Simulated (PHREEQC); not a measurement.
Consider water at 70 °C with 0.056 mol/kgw CsOH, 0.00084 mol/kgw H3BO3 and 0.025 mol/kgw K3PO4. Closed to the air; pH follows from the charge balance.

Equilibrium calculation in PHREEQC: ion-association model, wateq4f.dat.

Precipitation was switched off in this run.

Problem. Order these P species by the share of P that they hold, largest first: PO4-3, HPO4-2, KHPO4-.

Solution. PO4-3 (58 %), HPO4-2 (40 %), KHPO4- (1.5 %)

The pH is 11.47 and the ionic strength 0.184 mol/kgw. H3PO4, which wateq4f.dat lacks, is added to it with the constant of phreeqc.dat. Away from 25 °C the constants follow the database's enthalpies or fits; those with neither stay at their 25 °C values.
